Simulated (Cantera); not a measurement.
# Si(CH3)4 + H2 + C2H4 (silicon carbide growth)

A closed system holds: 1 mol Si(CH3)4, 3.1 mol H2, 0.3 mol C2H4, equilibrated at 2423.15 K and 28.0 mbar.

Equilibrium computed with Cantera from the NASA thermochemical tables; the gas is ideal and each condensed phase is pure. Candidate condensed phases: C, C6H6, C7H8, C8H18, Si, SiC; 87 gas species. Gases not in the tables: Si2H6 and higher silanes. Equilibrium is a limit: real reactors are often held back by kinetics, nucleation or transport.

```yaml
x(H2): 0.869
x(H): 0.0988
x(Si): 0.0186
x(C2H2 (acetylene)): 0.00673
x(SiC2): 0.00384
x(Si2C): 0.00217
x(SiH): 0.000866
x(SiH2): 0.000133
x(Si2): 8.79e-5
n(C(graphite)): 3.65 mol
n(SiC(s)): 0.707 mol
gas_amount: 10.48 mol
log10 activity of Si(l) (absent): -0.70
```
